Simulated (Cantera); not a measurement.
What does this Cantera script print?

```python
import numpy as np
import cantera as ct

gas_names = """
    C CN CO CO2 C2 CCN CNC C2N2 C2O C3 C3O2 C4 C4N2 C5 N NCO NO NO2 NO3 N2 N2O O O2 O3 Si SiC SiC2 SiN
    SiO SiO2 Si2 Si2C Si2N Si3
""".split()
cond_names = """
    C(gr) Si(cr) Si(L) SiC(b) SiO2(Lqz) SiO2(hqz) SiO2(L) Si2N2O(s) Si3N4(a)
""".split()


# ... load() reads the species with a 1 bar reference pressure and builds the phases ...
atoms = {
    'SiC': {'Si': 1, 'C': 1},
    'O2': {'O': 2},
    'N2': {'N': 2},
    'CO2': {'C': 1, 'O': 2},
}
top_T = {'C(gr)': 4500, 'SiC(b)': 3050, 'Si2N2O(s)': 2100, 'Si3N4(a)': 2400}  # K; cautious upper limits of use, not melting points


# ... equilibrate(T, P, feed) seeds the gas with the atoms and calls Mixture.equilibrate('TP', solver="vcs", rtol=1e-11, max_steps=5000) ...
results = []
feed = {'SiC': 1, 'O2': 0.16, 'N2': 79, 'CO2': 0.24}  # mol
P = 1000  # Pa
for T in [950, 1000, 1050, 1100, 1150, 1200, 1250, 1300, 1350, 1400, 1450, 1500, 1550]:
    mix = equilibrate(T, P, feed)
    results.append((T, P, feed, dict(zip(mix.species_names, mix.species_moles))))

top = {s: max(r[3][s] / sum(r[3][g] for g in gas_names) for r in results) for s in gas_names}
cols = sorted((s for s in top if top[s] > 1e-06), key=lambda s: -top[s])[:6]
seen = [c for c in cond_names if any(r[3].get(c, 0) > 1e-12 for r in results)]
print("log10 of partial pressures in bar; condensed amounts in mol")
print(f"{'T/K':>10s}" + "".join(f"{s[:9]:>10s}" for s in cols + seen))
for T, P, feed, n in results:
    ng = sum(n[g] for g in gas_names)
    print(f"{T:10.4g}" + "".join(f"{np.log10(max(n[s] / ng * P / 1e5, 1e-99)):10.3f}" for s in cols)
          + "".join(f"{n.get(c, 0):10.4g}" for c in seen))
```

It prints:

```
log10 of partial pressures in bar; condensed amounts in mol
       T/K        N2        CO       SiO     C(gr)    SiC(b) SiO2(hqz) Si2N2O(s)
       950    -2.001    -4.578   -15.206     1.032         0   0.06136    0.4693
      1000    -2.002    -4.419   -13.968      0.94         0         0       0.5
      1050    -2.002    -4.419   -12.921      0.94         0         0       0.5
      1100    -2.002    -4.419   -11.971      0.94         0         0       0.5
      1150    -2.002    -4.419   -11.105      0.94         0         0       0.5
      1200    -2.002    -4.419   -10.313      0.94         0         0       0.5
      1250    -2.002    -4.419    -9.585      0.94         0         0       0.5
      1300    -2.002    -4.419    -8.914      0.94         0         0       0.5
      1350    -2.002    -4.419    -8.294      0.94         0         0       0.5
      1400    -2.002    -4.420    -7.719    0.9401         0         0    0.4999
      1450    -2.002    -4.347    -7.149    0.7742    0.1107         0    0.4444
      1500    -2.003    -4.113    -6.438         0    0.6276         0    0.1847
      1550    -2.003    -4.115    -5.848         0    0.6304         0    0.1791
```

Method: chemical equilibrium by Gibbs-energy minimisation in Cantera with the NASA 1993 tables (ideal gas, pure condensed phases). N2 is the only nitrogen source here; it is nearly inert below about 1500 K, so the nitride shown seldom forms there in practice. Mutual solubility and eutectic melting of coexisting phases are not modelled.
